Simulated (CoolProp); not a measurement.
Computed with CoolProp (reference Helmholtz-energy equation of state, Smukala 2000).

Problem. For ethylene, give the phase and the cp (kJ/(kg K)), cv (kJ/(kg K)) at 300 K and 126 kPa.

Solution. 
- 300 K and 126 kPa: gas; cp 1.55, cv 1.24
